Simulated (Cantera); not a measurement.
Cantera run, input and output.

```python
import numpy as np
import cantera as ct

gas = ct.Solution("h2o2.yaml")
gas.TPX = 625, 65000, {'H2': 1, 'O2': 0.926, 'N2': 3.48}
inlet = ct.Reservoir(gas, clone=True)
gas.equilibrate("HP")  # start burning
reactor = ct.IdealGasConstPressureReactor(gas, energy="on", clone=False)
exhaust = ct.Reservoir(gas, clone=True)
tau = [0.048, 0.02, 0.0085, 0.0035, 0.0015, 0.00062, 0.00026, 0.00011, 4.5e-05, 1.9e-05, 8e-06][0]
for a, b in ((inlet, reactor), (reactor, exhaust)):
    ct.MassFlowController(a, b, mdot=lambda t: reactor.mass / tau)
net = ct.ReactorNet([reactor])
show = ['H2', 'O2', 'HO2', 'H2O2', 'O', 'OH']

rows = []
print(f"{'tau/s':>10s}{'T/K':>9s}" + "".join(f"{s:>11s}" for s in show))
for tau in [0.048, 0.02, 0.0085, 0.0035, 0.0015, 0.00062, 0.00026, 0.00011, 4.5e-05, 1.9e-05, 8e-06]:
    net.initial_time = 0.0
    net.advance(30 * tau)
    before = gas.X
    net.advance(40 * tau)
    drift = np.max(np.abs(gas.X - before) / (gas.X + 1e-9))
    rows.append([gas.T, *gas[show].X, drift])
    print(f"{tau:10.3e}{gas.T:9.1f}" + "".join(f"{x:11.3e}" for x in gas[show].X))
```

It prints:

```
     tau/s      T/K         H2         O2        HO2       H2O2          O         OH
 4.800e-02   1976.6  7.030e-04  8.571e-02  2.410e-06  1.130e-07  6.494e-04  4.100e-03
 2.000e-02   1964.4  1.185e-03  8.542e-02  3.279e-06  1.436e-07  1.092e-03  5.224e-03
 8.500e-03   1944.5  2.016e-03  8.507e-02  4.879e-06  1.921e-07  1.859e-03  6.630e-03
 3.500e-03   1910.9  3.443e-03  8.473e-02  7.687e-06  2.694e-07  3.186e-03  8.283e-03
 1.500e-03   1860.6  5.526e-03  8.456e-02  1.177e-05  3.877e-07  5.129e-03  9.785e-03
 6.200e-04   1782.6  8.539e-03  8.484e-02  1.759e-05  6.113e-07  7.887e-03  1.082e-02
 2.600e-04   1677.1  1.235e-02  8.604e-02  2.472e-05  1.075e-06  1.096e-02  1.083e-02
 1.100e-04   1545.7  1.761e-02  8.903e-02  3.346e-05  2.097e-06  1.334e-02  9.661e-03
 4.500e-05   1378.2  3.047e-02  9.750e-02  4.714e-05  4.271e-06  1.272e-02  7.357e-03
 1.900e-05    625.0  1.850e-01  1.713e-01  3.449e-17 -2.325e-20  3.974e-20  6.425e-21
 8.000e-06    625.0  1.850e-01  1.713e-01  1.368e-17 -1.368e-22  1.611e-20  4.082e-21
```

Model: the H2/O2 subset of GRI-Mech 3.0, which has no nitrogen chemistry, integrated in Cantera.
